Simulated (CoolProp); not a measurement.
Vapour-liquid equilibrium of R143a (1) + n-butane (2) at -12.65 °C; x and y are mole fractions of (1).

The numbers come from the multi-fluid Helmholtz-energy mixture model, Lemmon and Jacobsen 2000 and Bücker 2006; pair parameters Bell 2016 in CoolProp.

```json
[
 {"x": "0.05", "bubble pressure, mixture model (kPa)": "134.3", "bubble pressure, Raoult's law (kPa)": "79.64", "y, mixture model": "0.543", "y, Raoult's law": "0.257"},
 {"x": "0.2", "bubble pressure, mixture model (kPa)": "255.6", "bubble pressure, Raoult's law (kPa)": "131.7", "y, mixture model": "0.775", "y, Raoult's law": "0.622"},
 {"x": "0.35", "bubble pressure, mixture model (kPa)": "305.6", "bubble pressure, Raoult's law (kPa)": "183.8", "y, mixture model": "0.823", "y, Raoult's law": "0.780"},
 {"x": "0.5", "bubble pressure, mixture model (kPa)": "331.7", "bubble pressure, Raoult's law (kPa)": "235.9", "y, mixture model": "0.847", "y, Raoult's law": "0.868"},
 {"x": "0.65", "bubble pressure, mixture model (kPa)": "353.1", "bubble pressure, Raoult's law (kPa)": "288.0", "y, mixture model": "0.871", "y, Raoult's law": "0.924"},
 {"x": "0.8", "bubble pressure, mixture model (kPa)": "376.5", "bubble pressure, Raoult's law (kPa)": "340.1", "y, mixture model": "0.907", "y, Raoult's law": "0.963"},
 {"x": "0.95", "bubble pressure, mixture model (kPa)": "401.7", "bubble pressure, Raoult's law (kPa)": "392.2", "y, mixture model": "0.969", "y, Raoult's law": "0.992"}
]
```

The largest gap from Raoult's law is +94.1 % in bubble pressure, at x = 0.2. No azeotrope shows between x = 0.05 and 0.95.

The pair parameters rest on a limited set of measurements; away from them the model extrapolates. With so large a gap from Raoult's law the liquid may split in two, which this calculation doesn't test in full.
